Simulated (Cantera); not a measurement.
What does this Cantera script print?

```python
import numpy as np
import cantera as ct

gas = ct.Solution("gri30.yaml")
gas.TPX = 1400, 16000, {'CH4': 1, 'N2': 2}
reactor = ct.IdealGasConstPressureReactor(gas, energy="off", clone=False)
net = ct.ReactorNet([reactor])
net.rtol, net.atol = 1e-08, 1e-18
show = ['CH4', 'H2', 'CH3', 'C2H', 'HCN', 'C2H2', 'CH2']
times = np.geomspace(6e-05, 200, 10)

steps = ct.SolutionArray(gas, extra=["t"])
rows = []
print(f"{'t/s':>10s}{'T/K':>9s}{'P/Pa':>11s}" + "".join(f"{s:>11s}" for s in show))
for t in times:
    while net.time < t:
        t_next = net.step()
        steps.append(gas.state, t=t_next)
    rows.append([np.interp(t, steps.t, y) for y in (steps.T, steps.P, *steps(*show).X.T)])
    print(f"{t:10.3e}{rows[-1][0]:9.1f}{rows[-1][1]:11.4g}" + "".join(f"{x:11.3e}" for x in rows[-1][2:]))
rate = np.gradient(steps.T, steps.t)
print("integrator steps:", len(steps.t))
if steps.T.max() > steps.T[0] + 200:
    print(f"time of steepest temperature rise: {steps.t[rate.argmax()]:.4e} s")
gas.TPX = 1400, 16000, {'CH4': 1, 'N2': 2}
gas.equilibrate("TP")
print(f"equilibrium (TP): T = {gas.T:.1f} K  " + "  ".join(f"{s} {gas[s].X[0]:.3e}" for s in show))
```

Result:

```
       t/s      T/K       P/Pa        CH4         H2        CH3        C2H        HCN       C2H2        CH2
 6.000e-05   1400.0    1.6e+04  3.333e-01  1.693e-07  3.423e-07  6.214e-27  2.779e-20  6.100e-18  1.534e-14
 3.184e-04   1400.0    1.6e+04  3.333e-01  9.147e-07  1.831e-06  4.755e-23  8.107e-19  8.134e-15  3.786e-13
 1.689e-03   1400.0    1.6e+04  3.333e-01  4.912e-06  9.554e-06  2.440e-19  2.956e-17  7.921e-12  9.937e-12
 8.963e-03   1400.0    1.6e+04  3.333e-01  3.012e-05  3.572e-05  7.523e-16  1.087e-15  6.766e-09  1.374e-10
 4.756e-02   1400.0    1.6e+04  3.329e-01  2.429e-04  6.420e-05  6.752e-14  1.500e-14  1.517e-06  4.409e-10
 2.523e-01   1400.0    1.6e+04  3.298e-01  2.856e-03  1.059e-04  4.828e-12  2.946e-13  2.121e-04  1.200e-09
 1.339e+00   1400.0    1.6e+04  3.094e-01  2.491e-02  9.569e-05  1.032e-10  7.705e-12  6.526e-03  1.047e-09
 7.104e+00   1400.0    1.6e+04  2.416e-01  1.020e-01  6.366e-05  4.234e-10  8.837e-11  3.290e-02  5.963e-10
 3.769e+01   1400.0    1.6e+04  1.101e-01  2.493e-01  3.062e-05  1.094e-09  5.820e-10  8.114e-02  3.044e-10
 2.000e+02   1400.0    1.6e+04  2.951e-02  3.387e-01  1.224e-05  2.201e-09  3.677e-09  1.096e-01  1.829e-10
integrator steps: 1543
equilibrium (TP): T = 1400.0 K  CH4 2.353e-02  H2 3.465e-01  CH3 9.792e-06  C2H 1.447e-09  HCN 8.289e-02  C2H2 7.185e-02  CH2 1.469e-10
```

Computed with Cantera and GRI-Mech 3.0 (53 species, 325 reactions). GRI-Mech 3.0 stops at C3 and has no aromatics, soot or wall deposition, so with more carbon than oxygen in the feed, carbon stays in small species such as C2H2 where larger ones or solid carbon would form.
